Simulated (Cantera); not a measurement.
Input: 1 mol Cu2O, 1.1 mol CH4, 0.062 mol CO, equilibrated at 1975 °C and 0.170 bar.

These are equilibrium values from Cantera (NASA tables, ideal gas, pure condensed phases), not measurements of a reactor. Candidate condensed phases: C, C6H6, C7H8, C8H18, Cu, CuO, Cu(OH)2, Cu2O, H2O; 113 gas species. Rates play no part.

Base state: H2 0.529, CO 0.259, Cu 0.195, H 0.0130, C2H2 (acetylene) 0.00175, Cu2 0.00169, CH4 1.13e-5 (mole fractions); condensed: C(graphite) + Cu(l).

**Question.** What changes in the equilibrium state with this change: CH4 from 1.1 to 0.41 mol?

**Answer.** 
```tsv
species	before	after
H2O	1.14e-6	0.300
CO	0.259	0.229
H2	0.529	0.202
CO2	1.03e-7	0.0626
H	0.0130	0.00801
Cu	0.195	0.195
C2H2 (acetylene)	0.00175	<1e-9
OH	4.19e-9	0.00178
C(graphite), mol	0.0855	0
Cu(l), mol	1.19	1.68
```

**Question.** What changes in the equilibrium state with this change: temperature from 1975 °C to 1450 °C?

**Answer.** 
```csv
species,before,after
H2,0.529,0.673
CO,0.259,0.325
Cu,0.195,0.00126
H,0.0130,0.000363
Cu2,0.00169,1.70e-6
C2H2 (acetylene),0.00175,6.09e-5
H2O,1.14e-6,1.58e-5
CH4,1.13e-5,7.75e-5
"C(graphite), mol",0.0855,0.0994
"Cu(l), mol",1.19,2.00
```

**Question.** What changes in the equilibrium state with this change: temperature from 1975 °C to 1600 °C?

**Answer.** 
| species | before | after |
|---|---|---|
| H2 | 0.529 | 0.668 |
| CO | 0.259 | 0.323 |
| Cu | 0.195 | 0.00717 |
| H | 0.0130 | 0.00128 |
| Cu2 | 0.00169 | 1.86e-5 |
| C2H2 (acetylene) | 0.00175 | 0.000209 |
| CH4 | 1.13e-5 | 4.63e-5 |
| C(graphite), mol | 0.0855 | 0.0985 |
| Cu(l), mol | 1.19 | 1.98 |
